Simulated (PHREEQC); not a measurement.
# Brine: an equilibrium model

Solution (80 °C): 2.8 mol/kgw K2CO3 and 0.0019 mol/kgw Na2B4O7. Closed to the air; pH follows from the charge balance.

Equilibrium calculation in PHREEQC: Pitzer model, pitzer.dat.

This is a speciation only: nothing precipitates in the calculation.

What pH does the model give?

pH 11.65.

In which forms is B present?

B(OH)4- 99 %, B(OH)3 1.1 % of the B.

In brines, pH and single-ion activities rest on the MacInnes convention. Constants without temperature data keep their 25 °C values here.
